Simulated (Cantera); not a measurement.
Charge: 1 mol Ti, 69 mol H2, a varied amount of O2, equilibrated at 6.80 mbar.

Method: chemical equilibrium by Gibbs-energy minimisation in Cantera with the NASA 1993 tables (ideal gas, pure condensed phases). Candidate condensed phases: H2O, Ti, TiO, TiO2, Ti2O3, Ti3O5, Ti4O7; 12 gas species. Condensed phases not in the tables: Magnéli phases beyond Ti4O7. Kinetics and transport are ignored.

What condenses at these points (T in K, n(O2) in mol): (1773, 19); (1323, 1.3); (1698, 1.3); (1848, 1.3); (1398, 7.1); (2073, 4.2)?


```json
[
 {"T (K)": "1773", "n(O2) in mol": "19", "condensed phases": "TiO2", "Ti condensed (%)": "100.0"},
 {"T (K)": "1323", "n(O2) in mol": "1.3", "condensed phases": "TiO2", "Ti condensed (%)": "100.0"},
 {"T (K)": "1698", "n(O2) in mol": "1.3", "condensed phases": "Ti3O5", "Ti condensed (%)": "100.0"},
 {"T (K)": "1848", "n(O2) in mol": "1.3", "condensed phases": "Ti3O5", "Ti condensed (%)": "100.0"},
 {"T (K)": "1398", "n(O2) in mol": "7.1", "condensed phases": "TiO2", "Ti condensed (%)": "100.0"},
 {"T (K)": "2073", "n(O2) in mol": "4.2", "condensed phases": "Ti4O7", "Ti condensed (%)": "99.4"}
]
```
